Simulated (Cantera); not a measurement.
Input: 1 mol C2H4, 2.9 mol H2O, a varied amount of H2, equilibrated at 550 K and 750 Torr.

Equilibrium computed with Cantera from the NASA thermochemical tables; the gas is ideal and each condensed phase is pure. Candidate condensed phases: C, C6H6, C7H8, C8H18, H2O; 110 gas species. The numbers say what is thermodynamically allowed, not how fast it happens.

x: gas mole fraction; nothing condenses.

| n(H2) (mol) | x H2 | x H2O | x CH4 | x CO2 | x CO | x C2H6 |
|---|---|---|---|---|---|---|
| 1.8 | 0.0424 | 0.550 | 0.387 | 0.0208 | 2.78e-5 | 5.89e-7 |
| 2.5 | ? | 0.535 | 0.369 | ? | ? | ? |
| 3.5 | 0.234 | 0.453 | 0.312 | 1.22e-5 | 1.10e-7 | 6.96e-8 |
| 4.9 | ? | ? | ? | ? | ? | ? |
| 6.9 | 0.500 | 0.296 | 0.204 | 1.65e-7 | 4.83e-9 | 1.39e-8 |
| 9.7 | 0.611 | 0.230 | 0.159 | 3.48e-8 | 1.60e-9 | 6.89e-9 |
| 14 | 0.710 | 0.172 | 0.118 | 7.90e-9 | 5.67e-10 | 3.29e-9 |

Task: What belongs in the gaps?

Result: 
- 2.5, x H2: 0.0954
- 2.5, x CO2: 0.000735
- 2.5, x CO: 2.27e-6
- 2.5, x C2H6: 2.38e-7
- 4.9, x H2: 0.372
- 4.9, x H2O: 0.372
- 4.9, x CH4: 0.256
- 4.9, x CO2: 1.07e-6
- 4.9, x CO: 1.85e-8
- 4.9, x C2H6: 2.95e-8
